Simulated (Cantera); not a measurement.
Input: 1 mol SiCl₄, 1.1 mol Cl₂, 1.7 mol H₂, equilibrated at 1273 K and 101000 Pa.

Method: chemical equilibrium by Gibbs-energy minimisation in Cantera with the NASA 1993 tables (ideal gas, pure condensed phases). Candidate condensed phases: Si; 19 gas species. The tables' values for SiCl₃ are old estimates; treat these amounts as uncertain. Equilibrium is a limit: real reactors are often held back by kinetics, nucleation or transport.

**Question.** What is the equilibrium state?

**Answer.** 
```
Item                                 Result
--------------------------------  ---------
x(HCl)                                0.583
x(SiCl₄)                              0.258
x(H₂)                                 0.154
x(SiHCl₃)                           0.00272
x(SiCl₃)                            0.00187
x(SiCl₂)                            8.86e-5
x(SiH₂Cl₂)                          3.98e-6
gas amount                        3.804 mol
log10 activity of Si(s) (absent)      -4.81
```
